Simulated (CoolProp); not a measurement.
A single-stage vapour-compression cycle with R115: evaporating at 266.15 K (dew point), condensing at 301.15 K (bubble point), superheat 5 K, subcooling 2 K, compressor efficiency 0.85, no pressure losses. Each further row changes one setting.

The numbers come from the reference Helmholtz-energy equation of state, Lemmon 2016 in CoolProp.

```csv
case,cooling COP,pressure ratio,discharge temperature (K),refrigerating effect (kJ/kg),volumetric capacity (kJ/m³)
as stated,5.14,2.78,303.4,80.7,2150
evaporating temperature 271.15 K,6.31,2.36,303.7,83.4,2600
condensing temperature 296.15 K,6.27,2.44,298.9,86.2,2300
subcooling 7 K,5.49,2.78,303.4,86.2,2300
superheat 15 K,5.30,2.78,313.0,88.0,2230
compressor efficiency 0.75,4.53,2.78,305.8,80.7,2150
```
